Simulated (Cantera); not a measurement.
Feed: 1 mol SiH₄, 0.0048 mol C₃H₈, 26 mol H₂, equilibrated at 8.80 mbar.

Method: chemical equilibrium by Gibbs-energy minimisation in Cantera with the NASA 1993 tables (ideal gas, pure condensed phases). Candidate condensed phases: C, C₆H₆, C₇H₈, C₈H₁₈, Si, SiC; 87 gas species. Mutual solubility and eutectic melting of coexisting phases are not modelled. Gases not in the tables: Si₂H₆ and higher silanes. Rates play no part.

Task: Which condensed phases are stable at each of these points (T (K)): 1150, 1250, 1350, 1450, 1550, 1650, 1750, 1850, 1950, 2050, 2150, 2250, 2350, 2450?

Result: 
```
T (K)  condensed phases  Si condensed (%)
-----  ----------------  ----------------
1150     Si(s) + SiC(s)             100.0
1250     Si(s) + SiC(s)             100.0
1350     Si(s) + SiC(s)             100.0
1450     Si(s) + SiC(s)             100.0
1550     Si(s) + SiC(s)             100.0
1650     Si(s) + SiC(s)              99.9
1750     Si(l) + SiC(s)              99.4
1850     Si(l) + SiC(s)              97.5
1950     Si(l) + SiC(s)              91.1
2050     Si(l) + SiC(s)              70.6
2150              Si(l)              15.3
2250           gas only               0.0
2350           gas only               0.0
2450           gas only               0.0
```

From 1150 K to 1650 K the condensed part is Si(s) + SiC(s). From 1750 K to 2050 K the condensed part is Si(l) + SiC(s). At 2150 K the condensed part is Si(l). From 2250 K to 2450 K nothing is condensed.
